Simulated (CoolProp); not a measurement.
Carbonyl sulfide along the isotherm 254.7 K: Z from the reference equation and from simpler models built on Tc = 378.8 K, pc = 6.369 MPa, ω = 0.098; each cubic takes its own stable root.

Computed with CoolProp (reference Helmholtz-energy equation of state, Lemmon 2006). It is a short technical equation, of lower accuracy than the large ones.

```
p (MPa)   phase  reference
-------  ------  ---------
0.0302      gas     0.9946
0.0456      gas     0.9918
0.0688      gas     0.9876
0.104       gas     0.9812
0.156       gas     0.9715
0.236       gas     0.9561
0.537    liquid    0.01380
0.81     liquid    0.02081
1.22     liquid    0.03131
1.84     liquid    0.04717
2.78     liquid    0.07114
4.2      liquid     0.1072
6.33     liquid     0.1609
9.55     liquid     0.2414
```

Q: How far does each simpler model (van der Waals, Redlich-Kwong, Peng-Robinson) lie from the reference over these 14 states: mean and median of the absolute difference, and the worst?

A: 
- van der Waals: mean 799.0 %, median 52.3 %, worst +6659.4 % at 254.7 K and 0.537 MPa
- Redlich-Kwong: mean 3.7 %, median 5.9 %, worst +6.7 % at 254.7 K and 0.537 MPa
- Peng-Robinson: mean 3.8 %, median 6.4 %, worst -6.8 % at 254.7 K and 9.55 MPa

At some of these states van der Waals gives the other phase, because its saturation line lies elsewhere.
